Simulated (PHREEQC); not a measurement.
Consider water at 30 °C with 0.005 mol CsOH per kg of water. Closed to the air; pH follows from the charge balance.

The numbers come from PHREEQC with the ion-association model, wateq4f.dat.

No solid was allowed to form.

Q: Predict the pH.

A: pH 11.51.

Species that the database lacks are ignored.
